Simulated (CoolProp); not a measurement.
Vapour pressure (bar) of oxygen: the reference equation beside estimates from Tc = -118.6 °C, pc = 50.46 bar, ω = 0.022. Clausius-Clapeyron is anchored at -194.05 °C with a constant enthalpy of vaporisation of 7.138 kJ/mol.

The numbers come from the reference Helmholtz-energy equation of state, Schmidt 1985 in CoolProp.

```
T (°C)   reference  Lee-Kesler  Clausius-Clapeyron  Redlich-Kwong
-------  ---------  ----------  ------------------  -------------
-194.05     0.2662      0.2613              0.2662         0.1559
-190.75     0.4128      0.4060              0.4112         0.2649
-187.55     0.6100      0.6011              0.6070         0.4217
-184.35     0.8743      0.8638              0.8712         0.6437
-181.05      1.232       1.220               1.232         0.9583
-177.85      1.677       1.665               1.685          1.365
-174.55      2.254       2.244               2.277          1.908
-171.35      2.946       2.938               2.994          2.576
-168.15      3.785       3.780               3.872          3.402
-164.85      4.824       4.823               4.967          4.440
```

Absolute difference from the reference over all 10 rows, mean and median: Lee-Kesler 0.9 and 0.8 %, Clausius-Clapeyron 1.0 and 0.5 %, Redlich-Kwong 22.1 and 20.4 %.
